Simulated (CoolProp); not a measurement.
Properties of R1336mzz(E) along the isotherm 410 K.

Model: reference Helmholtz-energy equation of state, Akasaka 2023, in CoolProp.

```csv
p (MPa),phase,Z,cp (kJ/(kg K)),Joule-Thomson coefficient (K/MPa)
0.356,gas,0.9553,0.9285,10.71
0.713,gas,0.9080,0.9542,11.30
1.07,gas,0.8576,0.9882,12.00
1.43,gas,0.8027,1.036,___
1.78,gas,0.7441,1.105,13.89
2.14,gas,0.6758,1.224,15.27
2.49,gas,0.5957,1.466,17.11
2.85,supercritical,0.4803,2.366,19.49
3.21,supercritical,0.2649,6.379,12.39
3.56,supercritical,0.2319,2.483,5.659
3.92,supercritical,0.2377,1.947,3.733
4.28,supercritical,0.2487,___,2.817
4.63,supercritical,0.2612,1.636,2.279
4.99,supercritical,0.2749,1.565,1.902
5.34,supercritical,___,1.516,1.633
5.7,supercritical,0.3029,1.477,1.421
```

Problem. What belongs in the gaps?

Solution. 
- 1.43, Joule-Thomson coefficient (K/MPa): 12.85
- 4.28, cp (kJ/(kg K)): 1.744
- 5.34, Z: 0.2886

The peak of cp marks the crossing from liquid-like to gas-like fluid above the critical point.
